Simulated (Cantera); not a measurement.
**Boron, boron nitride and boron oxide: B + O₂ + H₂**

A closed system holds: 1 mol B, a varied amount of O₂, 0.16 mol H₂, at 0.100 bar.

Method: chemical equilibrium by Gibbs-energy minimisation in Cantera with the NASA 1993 tables (ideal gas, pure condensed phases). Candidate condensed phases: B, B₂O₃, B₃O₃H₃, H₂O; 23 gas species. Mutual solubility and eutectic melting of coexisting phases are not modelled. Equilibrium is a limit: real reactors are often held back by kinetics, nucleation or transport.

Stable condensed phases:

```
T in °C \ n(O₂) in mol
         0.72  1.4  2.2  2.9  3.6  4.3  5.1  5.8  6.5  7.2
   2125     A    A    A    A    A    A    A    A    A    A
   2025     A    A    A    A    A    A    A    A    A    A
   1925     A    A    A    A    A    A    A    A    A    A
   1825     A    A    A    A    A    A    A    A    A    A
   1725     B    A    A    A    A    A    A    A    A    A
   1625     B    B    B    B    A    A    A    A    A    A
   1525     C    B    B    B    B    B    B    B    B    B
   1425     C    B    B    B    B    B    B    B    B    B
   1325     C    B    B    B    B    B    B    B    B    B
   1225     C    B    B    B    B    B    B    B    B    B
   1125     C    B    B    B    B    B    B    B    B    B
   1025     C    B    B    B    B    B    B    B    B    B
    925     C    B    B    B    B    B    B    B    B    B
```

A: gas only; B: B₂O₃; C: B + B₂O₃.
